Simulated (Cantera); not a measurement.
An adiabatic, constant-volume homogeneous reactor starts with 19.3 % H₂, 15.8 % O₂, 59.5 % N₂, 5.41 % H₂O, equivalence ratio 0.61, at 1775 K and 0.270 bar.

Computed with Cantera and the H2/O2 subset of GRI-Mech 3.0, which has no nitrogen chemistry.

Predict: time of steepest temperature rise; temperature at 6.00 s; equilibrium temperature; x(H₂) at 6.00 s; x(O₂) at 6.00 s; x(H₂O) at 6.00 s; x(H) at 6.00 s; x(HO₂) at 6.00 s; x(OH) at 6.00 s.


* **time of steepest temperature rise**: 23.3 µs
* **temperature at 6.00 s**: 2723 K
* **equilibrium temperature**: 2723 K
* **x(H₂) at 6.00 s**: 0.0221 (gas-phase equilibrium 0.0221)
* **x(O₂) at 6.00 s**: 0.0630 (gas-phase equilibrium 0.0630)
* **x(H₂O) at 6.00 s**: 0.214 (gas-phase equilibrium 0.214)
* **x(H) at 6.00 s**: 0.0148 (gas-phase equilibrium 0.0148)
* **x(HO₂) at 6.00 s**: 1.14e-5 (gas-phase equilibrium 1.14e-5)
* **x(OH) at 6.00 s**: 0.0376 (gas-phase equilibrium 0.0376)
